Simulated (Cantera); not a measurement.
**Equilibrium for boron, boron nitride and boron oxide: borazine + N2 + H2**

Feed: 1 mol borazine, 0.63 mol N2, 0.18 mol H2, at 33.0 Torr.

These are equilibrium values from Cantera (NASA tables, ideal gas, pure condensed phases), not measurements of a reactor. Candidate condensed phases: B, BN; 15 gas species. The feed counts by its element totals alone. Mutual solubility and eutectic melting of coexisting phases are not modelled. The tables' values for BH2 are old estimates; treat these amounts as uncertain. Gases not in the tables: B2H6 and higher boranes. Equilibrium is a limit: real reactors are often held back by kinetics, nucleation or transport.

From 1123 K to 2223 K the condensed part is BN(s). At 2323 K the condensed part is B(s) + BN(s). At 2423 K the condensed part is B(l).

```json
[
 {"T (K)": "1123", "log p H2": "-1.44", "log p N2": "-2.14", "log p H": "-8.09", "log p BH2": "<-13", "n BN(s)": "3.00", "n B(s)": "0", "n B(l)": "0"},
 {"T (K)": "1223", "log p H2": "-1.44", "log p N2": "-2.14", "log p H": "-7.24", "log p BH2": "-13.01", "n BN(s)": "3.00", "n B(s)": "0", "n B(l)": "0"},
 {"T (K)": "1323", "log p H2": "-1.44", "log p N2": "-2.14", "log p H": "-6.52", "log p BH2": "-11.57", "n BN(s)": "3.00", "n B(s)": "0", "n B(l)": "0"},
 {"T (K)": "1423", "log p H2": "-1.44", "log p N2": "-2.14", "log p H": "-5.90", "log p BH2": "-10.34", "n BN(s)": "3.00", "n B(s)": "0", "n B(l)": "0"},
 {"T (K)": "1523", "log p H2": "-1.44", "log p N2": "-2.14", "log p H": "-5.35", "log p BH2": "-9.27", "n BN(s)": "3.00", "n B(s)": "0", "n B(l)": "0"},
 {"T (K)": "1623", "log p H2": "-1.44", "log p N2": "-2.14", "log p H": "-4.88", "log p BH2": "-8.33", "n BN(s)": "3.00", "n B(s)": "0", "n B(l)": "0"},
 {"T (K)": "1723", "log p H2": "-1.44", "log p N2": "-2.14", "log p H": "-4.46", "log p BH2": "-7.51", "n BN(s)": "3.00", "n B(s)": "0", "n B(l)": "0"},
 {"T (K)": "1823", "log p H2": "-1.44", "log p N2": "-2.14", "log p H": "-4.08", "log p BH2": "-6.78", "n BN(s)": "3.00", "n B(s)": "0", "n B(l)": "0"},
 {"T (K)": "1923", "log p H2": "-1.44", "log p N2": "-2.14", "log p H": "-3.74", "log p BH2": "-6.12", "n BN(s)": "3.00", "n B(s)": "0", "n B(l)": "0"},
 {"T (K)": "2023", "log p H2": "-1.44", "log p N2": "-2.14", "log p H": "-3.44", "log p BH2": "-5.53", "n BN(s)": "3.00", "n B(s)": "0", "n B(l)": "0"},
 {"T (K)": "2123", "log p H2": "-1.44", "log p N2": "-2.14", "log p H": "-3.17", "log p BH2": "-5.00", "n BN(s)": "3.00", "n B(s)": "0", "n B(l)": "0"},
 {"T (K)": "2223", "log p H2": "-1.45", "log p N2": "-2.14", "log p H": "-2.92", "log p BH2": "-4.52", "n BN(s)": "3.00", "n B(s)": "0", "n B(l)": "0"},
 {"T (K)": "2323", "log p H2": "-1.46", "log p N2": "-2.13", "log p H": "-2.69", "log p BH2": "-4.10", "n BN(s)": "2.93", "n B(s)": "0.0626", "n B(l)": "0"},
 {"T (K)": "2423", "log p H2": "-1.62", "log p N2": "-1.77", "log p H": "-2.56", "log p BH2": "-4.12", "n BN(s)": "0", "n B(s)": "0", "n B(l)": "2.98"}
]
```
log p: log10 of the partial pressure in bar; n: condensed amount in mol.
